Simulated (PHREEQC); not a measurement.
# Spent oxide etchant: an equilibrium model

Make-up at 84 °C: 0.011 mol NH4HF2, 0.00051 mol H2SiF6, 0.22 mol H3BO3 and 8.1e-05 mol HCl per kg of water. Closed to the air; pH follows from the charge balance.

All values are PHREEQC results (ion-association model, phreeqc.dat), not measurements.

Each row changes one thing in this solution. No solid was allowed to form.

| case | pH | ionic strength (mol/kgw) | H3BO3 (mol/kgw) | BF2(OH)2- (mol/kgw) | F- (mol/kgw) | HF (mol/kgw) | SI of Quartz (SiO2) |
|---|---|---|---|---|---|---|---|
| as made | 3.69 | 0.0112 | 0.210 | 0.00715 | 0.00167 | 0.00146 | -0.03 |
| HCl left out | 3.71 | 0.0112 | 0.210 | 0.00720 | 0.00171 | 0.00143 | -0.03 |
| H2SiF6 from 0.00051 to 0.0051 mol/kgw | 2.44 | 0.0151 | 0.205 | 0.00453 | 0.000323 | 0.00489 | +0.97 |
| NH4HF2 from 0.011 to 0.11 mol/kgw | 4.77 | 0.110 | 0.135 | 0.0648 | 0.0242 | 0.00140 | -0.07 |
| temperature from 84 to 15 °C | 3.93 | 0.0112 | 0.211 | 0.00497 | 0.00240 | 0.000315 | +0.80 |
| NH4HF2 from 0.011 to 0.0055 mol/kgw | 3.39 | 0.00595 | 0.215 | 0.00376 | 0.000833 | 0.00151 | -0.03 |
| NH4HF2 from 0.011 to 0.055 mol/kgw | 4.47 | 0.0550 | 0.176 | 0.0343 | 0.0104 | 0.00133 | -0.03 |
| diluted 100-fold with water | 4.13 | 0.000186 | 0.00220 | 3.66e-7 | 0.000184 | 6.52e-5 | -2.04 |
| NH4HF2 replaced by NaBF4 at the same molality | 2.57 | 0.0140 | 0.217 | 0.00490 | 0.000377 | 0.00429 | -0.03 |

Some of these states are supersaturated (in Quartz (slow to form), Chalcedony (slow to form), for instance). Away from 25 °C the constants follow the database's enthalpies or fits; those with neither stay at their 25 °C values. SiF6-2 is the database's only silicon fluoride. Real BF4- forms and hydrolyses slowly; the run takes it at equilibrium.
